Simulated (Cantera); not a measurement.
Hydrocarbon pyrolysis for carbon deposition

An isothermal, constant-pressure homogeneous reactor starts with 25.0 % C2H6, 75.0 % H2, at 1025 K and 5.55 Torr.

Model: GRI-Mech 3.0 (53 species, 325 reactions), integrated in Cantera. GRI-Mech 3.0 stops at C3 and has no aromatics, soot or wall deposition, so with more carbon than oxygen in the feed, carbon stays in small species such as C2H2 where larger ones or solid carbon would form. Radical loss at walls, strong at low pressure, is not modelled.

| t (s) | x C2H6 | x H2 | x CH4 | x C2H2 | x CH3 |
|---|---|---|---|---|---|
| 6.00e-6 | 0.250 | 0.750 | 4.89e-12 | <1e-12 | 1.57e-9 |
| 1.63e-5 | 0.250 | 0.750 | 3.62e-11 | <1e-12 | 4.24e-9 |
| 4.45e-5 | 0.250 | 0.750 | 2.65e-10 | <1e-12 | 1.14e-8 |
| 0.000121 | 0.250 | 0.750 | 1.92e-9 | <1e-12 | 2.98e-8 |
| 0.000330 | 0.250 | 0.750 | 1.33e-8 | <1e-12 | 7.32e-8 |
| 0.000899 | 0.250 | 0.750 | 8.25e-8 | <1e-12 | 1.53e-7 |
| 0.00245 | 0.250 | 0.750 | 4.09e-7 | <1e-12 | 2.33e-7 |
| 0.00667 | 0.250 | 0.750 | 1.50e-6 | <1e-12 | 2.54e-7 |
| 0.0182 | 0.250 | 0.750 | 4.61e-6 | 7.95e-12 | 2.70e-7 |
| 0.0495 | 0.250 | 0.750 | 1.51e-5 | 4.40e-10 | 3.92e-7 |
| 0.135 | 0.249 | 0.750 | 8.21e-5 | 2.34e-8 | 1.23e-6 |
| 0.367 | 0.241 | 0.751 | 0.000760 | 9.64e-7 | 4.19e-6 |
| 1.00 | 0.215 | 0.755 | 0.00394 | 1.65e-5 | 5.14e-6 |
x: mole fraction; the columns are a selection and need not sum to one.

Equilibrium at this temperature and pressure: C2H6 7.97e-5, H2 0.537, CH4 0.442, C2H2 0.00970, CH3 5.40e-7 (gas phase only).
